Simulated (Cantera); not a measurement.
A closed system holds: 1 mol Si3N4, 0.74 mol H2O, 130 mol N2, 0.0037 mol O2, at 26.0 Pa.

Cantera equilibrium calculation (NASA polynomials, part measured and part estimated; ideal gas, pure solids and liquids). Candidate condensed phases: H2O, Si, SiO2, Si2N2O, Si3N4; 35 gas species. Mutual solubility and eutectic melting of coexisting phases are not modelled. Kinetics and transport are ignored.

Question: Which condensed phases are stable at each of these points (T (K)): 1398, 1423, 1448, 1473, 1498, 1523, 1548, 1573, 1598, 1623, 1648?

Answer: 
```tsv
T (K)	condensed phases	Si condensed (%)
1398	Si2N2O(s) + Si3N4(s)	99.7
1423	Si2N2O(s) + Si3N4(s)	99.3
1448	Si2N2O(s) + Si3N4(s)	98.4
1473	Si2N2O(s) + Si3N4(s)	96.4
1498	Si2N2O(s) + Si3N4(s)	92.2
1523	Si2N2O(s) + Si3N4(s)	83.1
1548	Si3N4(s)	74.7
1573	Si3N4(s)	74.3
1598	Si(s)	73.4
1623	Si(s)	72.2
1648	Si(s)	70.4
```

From 1398 K to 1523 K the condensed part is Si2N2O(s) + Si3N4(s). From 1548 K to 1573 K the condensed part is Si3N4(s). From 1598 K to 1648 K the condensed part is Si(s).
